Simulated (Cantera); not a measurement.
Feed: 1 mol FeS, 970 mol H2, at 0.100 bar.

Equilibrium computed with Cantera from the NASA thermochemical tables; the gas is ideal and each condensed phase is pure. Candidate condensed phases: Fe, FeS, FeS2, S; 8 gas species. The numbers say what is thermodynamically allowed, not how fast it happens.

### Question
Which condensed phases are stable at each of these points (T (°C)): 1027, 1102, 1177, 1252, 1327, 1402, 1477, 1552, 1627, 1702, 1777, 1852, 1927?

### Answer
```json
[
 {"T (°C)": "1027", "condensed phases": "Fe(γ)", "Fe condensed (%)": "100.0"},
 {"T (°C)": "1102", "condensed phases": "Fe(γ)", "Fe condensed (%)": "100.0"},
 {"T (°C)": "1177", "condensed phases": "Fe(γ)", "Fe condensed (%)": "100.0"},
 {"T (°C)": "1252", "condensed phases": "Fe(γ)", "Fe condensed (%)": "99.8"},
 {"T (°C)": "1327", "condensed phases": "Fe(γ)", "Fe condensed (%)": "98.9"},
 {"T (°C)": "1402", "condensed phases": "Fe(δ)", "Fe condensed (%)": "96.0"},
 {"T (°C)": "1477", "condensed phases": "Fe(δ)", "Fe condensed (%)": "86.5"},
 {"T (°C)": "1552", "condensed phases": "Fe(l)", "Fe condensed (%)": "59.4"},
 {"T (°C)": "1627", "condensed phases": "gas only", "Fe condensed (%)": "0.0"},
 {"T (°C)": "1702", "condensed phases": "gas only", "Fe condensed (%)": "0.0"},
 {"T (°C)": "1777", "condensed phases": "gas only", "Fe condensed (%)": "0.0"},
 {"T (°C)": "1852", "condensed phases": "gas only", "Fe condensed (%)": "0.0"},
 {"T (°C)": "1927", "condensed phases": "gas only", "Fe condensed (%)": "0.0"}
]
```

From 1027 °C to 1327 °C the condensed part is Fe(γ). From 1402 °C to 1477 °C the condensed part is Fe(δ). At 1552 °C the condensed part is Fe(l). From 1627 °C to 1927 °C nothing is condensed.
